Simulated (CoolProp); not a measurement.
Vapour-liquid equilibrium of diethyl ether (1) + benzene (2) at 120.05 °C; x and y are mole fractions of (1).

Computed with CoolProp (multi-fluid Helmholtz-energy mixture model, Thol 2014 and Thol 2012; pair parameters Bell 2016).

```json
[
 {"x": "0.05", "bubble pressure (kPa)": "333.3", "y at the bubble point": "0.136", "dew pressure at overall composition x (kPa)": "311.7", "liquid density (mol/L)": "9.726"},
 {"x": "0.15", "bubble pressure (kPa)": "399.2", "y at the bubble point": "0.341", "dew pressure at overall composition x (kPa)": "337.2", "liquid density (mol/L)": "9.540"},
 {"x": "0.25", "bubble pressure (kPa)": "465.6", "y at the bubble point": "0.490", "dew pressure at overall composition x (kPa)": "367.1", "liquid density (mol/L)": "9.352"},
 {"x": "0.35", "bubble pressure (kPa)": "532.7", "y at the bubble point": "0.605", "dew pressure at overall composition x (kPa)": "402.7", "liquid density (mol/L)": "9.161"},
 {"x": "0.45", "bubble pressure (kPa)": "600.9", "y at the bubble point": "0.696", "dew pressure at overall composition x (kPa)": "445.6", "liquid density (mol/L)": "8.968"},
 {"x": "0.55", "bubble pressure (kPa)": "670.4", "y at the bubble point": "0.771", "dew pressure at overall composition x (kPa)": "498.3", "liquid density (mol/L)": "8.769"},
 {"x": "0.65", "bubble pressure (kPa)": "741.6", "y at the bubble point": "0.834", "dew pressure at overall composition x (kPa)": "564.5", "liquid density (mol/L)": "8.565"},
 {"x": "0.75", "bubble pressure (kPa)": "814.8", "y at the bubble point": "0.889", "dew pressure at overall composition x (kPa)": "649.4", "liquid density (mol/L)": "8.354"},
 {"x": "0.85", "bubble pressure (kPa)": "890.3", "y at the bubble point": "0.937", "dew pressure at overall composition x (kPa)": "761.3", "liquid density (mol/L)": "8.134"},
 {"x": "0.95", "bubble pressure (kPa)": "968.7", "y at the bubble point": "0.980", "dew pressure at overall composition x (kPa)": "913.1", "liquid density (mol/L)": "7.902"}
]
```

No azeotrope shows between x = 0.05 and 0.95.

Pair parameters are fitted to limited data, so mixtures are less certain than the pure fluids.
